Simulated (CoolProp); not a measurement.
Values from CoolProp's reference Helmholtz-energy equation of state, Zhou 2011.

### Question
Give the vapour pressure (MPa), liquid density (kg/m³), vapour density (kg/m³), liquid cp (kJ/(kg K)) of saturated dimethyl carbonate at 335 K.

### Answer
```json
[
 {"T (K)": "335", "p (MPa)": "0.0376", "liquid density (kg/m³)": "1010", "vapour density (kg/m³)": "1.23", "liquid cp (kJ/(kg K))": "1.89"}
]
```
